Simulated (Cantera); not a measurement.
An adiabatic, constant-volume homogeneous reactor starts with H₂ : O₂ : N₂ = 1 : 1.09 : 4.09 (molar parts), equivalence ratio 0.46, at 1175 K and 101000 Pa. Integrator tolerance rtol = 1e-08.

Detailed kinetics in Cantera: the H2/O2 subset of GRI-Mech 3.0, which has no nitrogen chemistry.

**Question.** What does this change do: pressure from 101000 Pa to 160000 Pa?

**Answer.** 
| quantity | before | after |
|---|---|---|
| time of steepest temperature rise | 54.4 µs | 36.8 µs |
| temperature at 0.600 s | 2491 K | 2504 K |
| equilibrium temperature | 2491 K | 2504 K |
| x(H₂) at 0.600 s | 0.00214 (gas-phase equilibrium 0.00214) | 0.00181 (gas-phase equilibrium 0.00181) |
| x(O₂) at 0.600 s | 0.0997 (gas-phase equilibrium 0.0997) | 0.100 (gas-phase equilibrium 0.100) |
| x(OH) at 0.600 s | 0.0127 (gas-phase equilibrium 0.0127) | 0.0118 (gas-phase equilibrium 0.0118) |
| x(H) at 0.600 s | 0.000799 (gas-phase equilibrium 0.000799) | 0.000617 (gas-phase equilibrium 0.000617) |
| x(O) at 0.600 s | 0.00312 (gas-phase equilibrium 0.00312) | 0.00264 (gas-phase equilibrium 0.00264) |

**Question.** What does this change do: initial temperature 1175 to 1425 K?

**Answer.** 
```tsv
quantity	before	after
time of steepest temperature rise	54.4 µs	18.2 µs
temperature at 0.600 s	2491 K	2625 K
equilibrium temperature	2491 K	2625 K
x(H₂) at 0.600 s	0.00214 (gas-phase equilibrium 0.00214)	0.00413 (gas-phase equilibrium 0.00413)
x(O₂) at 0.600 s	0.0997 (gas-phase equilibrium 0.0997)	0.0974 (gas-phase equilibrium 0.0974)
x(OH) at 0.600 s	0.0127 (gas-phase equilibrium 0.0127)	0.0191 (gas-phase equilibrium 0.0191)
x(H) at 0.600 s	0.000799 (gas-phase equilibrium 0.000799)	0.00209 (gas-phase equilibrium 0.00209)
x(O) at 0.600 s	0.00312 (gas-phase equilibrium 0.00312)	0.00621 (gas-phase equilibrium 0.00621)
```

**Question.** What does this change do: initial temperature 1175 to 1373 K?

**Answer.** 
```csv
quantity,before,after
time of steepest temperature rise,54.4 µs,21.9 µs
temperature at 0.600 s,2491 K,2599 K
equilibrium temperature,2491 K,2599 K
x(H₂) at 0.600 s,0.00214 (gas-phase equilibrium 0.00214),0.00366 (gas-phase equilibrium 0.00366)
x(O₂) at 0.600 s,0.0997 (gas-phase equilibrium 0.0997),0.0979 (gas-phase equilibrium 0.0979)
x(OH) at 0.600 s,0.0127 (gas-phase equilibrium 0.0127),0.0177 (gas-phase equilibrium 0.0177)
x(H) at 0.600 s,0.000799 (gas-phase equilibrium 0.000799),0.00175 (gas-phase equilibrium 0.00175)
x(O) at 0.600 s,0.00312 (gas-phase equilibrium 0.00312),0.00546 (gas-phase equilibrium 0.00546)
```
